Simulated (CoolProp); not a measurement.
A Linde-Hampson liquefier for normal hydrogen: isothermal reversible compression at 280 K from 1 atm to 5 MPa, throttling to 1 atm, return gas leaving the recuperator 0 K below the feed. Each further row changes one setting.

The numbers come from the reference Helmholtz-energy equation of state, Leachman 2009 in CoolProp.

```csv
case,compression work (kJ/kg of gas)
as stated,4540
high pressure 10 MPa,5370
warm-end temperature 310 K,5020
warm-end gap 5 K,4540
```
